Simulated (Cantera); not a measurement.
**Equilibrium for abatement and gas-phase synthesis: HCl + O2 + H2O**

Charge: 1 mol HCl, 0.18 mol O2, 0.097 mol H2O, held at 1 atm.

Equilibrium computed with Cantera from the NASA thermochemical tables; the gas is ideal and each condensed phase is pure. Candidate condensed phases: H2O; 14 gas species. Kinetics and transport are ignored.

```csv
T (K),x HCl,x H2O,x Cl,x O2,x Cl2,x OH
1273,0.665,0.151,0.00257,0.110,0.0714,7.95e-6
1373,0.685,0.137,0.00544,0.115,0.0567,2.35e-5
1473,0.698,0.128,0.0102,0.119,0.0451,6.01e-5
1573,0.705,0.121,0.0175,0.120,0.0356,0.000137
1673,0.705,0.118,0.0276,0.121,0.0279,0.000285
1773,0.700,0.118,0.0405,0.120,0.0215,0.000549
1873,0.689,0.119,0.0559,0.117,0.0164,0.000993
1973,0.675,0.123,0.0733,0.114,0.0123,0.00170
2073,0.657,0.128,0.0921,0.109,0.00921,0.00277
2173,0.637,0.134,0.112,0.104,0.00687,0.00433
2273,0.615,0.141,0.132,0.0985,0.00513,0.00648
```
x: gas mole fraction; nothing condenses.

From 1273 K to 2273 K nothing is condensed.
